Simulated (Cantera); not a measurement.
An adiabatic, constant-volume homogeneous reactor starts with CO : H₂ : CH₄ : O₂ : N₂ = 1 : 0.67 : 1.4 : 2.27 : 8.86 (molar parts), equivalence ratio 1.6, at 1375 K and 1.00 bar. Integrator tolerance rtol = 1e-08.

Computed with Cantera and GRI-Mech 3.0 (53 species, 325 reactions).

Question: What does this change do: pressure from 1.00 bar to 2.60 bar?

Answer: 
```
quantity                                                              before                                      after
---------------------------------  -----------------------------------------  -----------------------------------------
time of steepest temperature rise                                   0.729 ms                                   0.355 ms
temperature at 0.500 s                                                2866 K                                     2935 K
equilibrium temperature                                               2866 K                                     2935 K
x(CO) at 0.500 s                         0.121 (gas-phase equilibrium 0.121)        0.121 (gas-phase equilibrium 0.121)
x(H₂) at 0.500 s                       0.0663 (gas-phase equilibrium 0.0663)      0.0659 (gas-phase equilibrium 0.0659)
x(CH₄) at 0.500 s                    <1e-12 (gas-phase equilibrium 1.14e-12)  5.36e-12 (gas-phase equilibrium 6.25e-12)
x(CH₂) at 0.500 s                  2.31e-12 (gas-phase equilibrium 2.42e-12)  7.44e-12 (gas-phase equilibrium 7.87e-12)
x(HO₂) at 0.500 s                    1.39e-6 (gas-phase equilibrium 1.39e-6)    1.51e-6 (gas-phase equilibrium 1.51e-6)
x(H) at 0.500 s                        0.0179 (gas-phase equilibrium 0.0179)      0.0137 (gas-phase equilibrium 0.0137)
x(NO₂) at 0.500 s                    2.86e-7 (gas-phase equilibrium 2.86e-7)    3.23e-7 (gas-phase equilibrium 3.23e-7)
```

Question: What does this change do: pressure from 1.00 bar to 0.870 bar?

Answer: 
| quantity | before | after |
|---|---|---|
| time of steepest temperature rise | 0.729 ms | 0.807 ms |
| temperature at 0.500 s | 2866 K | 2855 K |
| equilibrium temperature | 2866 K | 2855 K |
| x(CO) at 0.500 s | 0.121 (gas-phase equilibrium 0.121) | 0.121 (gas-phase equilibrium 0.121) |
| x(H₂) at 0.500 s | 0.0663 (gas-phase equilibrium 0.0663) | 0.0664 (gas-phase equilibrium 0.0664) |
| x(CH₄) at 0.500 s | <1e-12 (gas-phase equilibrium 1.14e-12) | <1e-12 (gas-phase equilibrium <1e-12) |
| x(CH₂) at 0.500 s | 2.31e-12 (gas-phase equilibrium 2.42e-12) | 1.94e-12 (gas-phase equilibrium 2.03e-12) |
| x(HO₂) at 0.500 s | 1.39e-6 (gas-phase equilibrium 1.39e-6) | 1.36e-6 (gas-phase equilibrium 1.36e-6) |
| x(H) at 0.500 s | 0.0179 (gas-phase equilibrium 0.0179) | 0.0186 (gas-phase equilibrium 0.0186) |
| x(NO₂) at 0.500 s | 2.86e-7 (gas-phase equilibrium 2.86e-7) | 2.79e-7 (gas-phase equilibrium 2.79e-7) |
